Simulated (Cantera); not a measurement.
Charge: 1 mol Zr, 0.45 mol N2O, 7.5 mol H2, held at 12.0 Pa.

Equilibrium computed with Cantera from the NASA thermochemical tables; the gas is ideal and each condensed phase is pure. Candidate condensed phases: H2O, Zr, ZrN, ZrO2; 28 gas species. Mutual solubility and eutectic melting of coexisting phases are not modelled. ZrN: taken at fixed stoichiometry. Condensed phases not in the tables: solid solutions among these carbides, nitrides and lower oxides. The numbers say what is thermodynamically allowed, not how fast it happens.

Problem. At 2175 K, list the 6 most abundant gas species with their mole fractions, and the condensed phases.

Solution. H2 0.635, H 0.355, N2 0.00746, ZrO 0.00269, Zr 3.91e-5, ZrO2 1.16e-5. Condensed: ZrN(s) + ZrO2(tetragonal).
